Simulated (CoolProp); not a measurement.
Properties of dimethyl carbonate along the isotherm 600 K (Tc = 557.0 K, pc = 4909 kPa, ω = 0.346).

Computed with CoolProp (reference Helmholtz-energy equation of state, Zhou 2011).

| p (kPa) | phase | cv (kJ/(kg K)) | Joule-Thomson coefficient (K/MPa) | isothermal compressibility (1/MPa) | fugacity coefficient |
|---|---|---|---|---|---|
| 3780 | gas | 1.815 | 7.744 | 0.3631 | 0.8015 |
| 7550 | supercritical | 1.910 | 7.751 | 0.2921 | 0.6160 |
| 11300 | supercritical | 1.882 | 2.197 | 0.05313 | 0.4821 |
| 15100 | supercritical | 1.869 | 1.079 | 0.02356 | 0.4081 |
| 18900 | supercritical | 1.864 | 0.6382 | 0.01465 | 0.3647 |
| 22700 | supercritical | 1.863 | 0.4027 | 0.01055 | 0.3376 |
| 26400 | supercritical | 1.863 | 0.2593 | 0.008272 | 0.3205 |
| 30200 | supercritical | 1.863 | 0.1583 | 0.006774 | 0.3092 |
| 34000 | supercritical | 1.864 | 0.08510 | 0.005738 | 0.3023 |
| 37800 | supercritical | 1.865 | 0.02961 | 0.004981 | 0.2987 |
| 41500 | supercritical | 1.867 | -0.01287 | 0.004417 | 0.2976 |
| 45300 | supercritical | 1.868 | -0.04806 | 0.003958 | 0.2985 |
| 49100 | supercritical | 1.870 | -0.07696 | 0.003588 | 0.3012 |
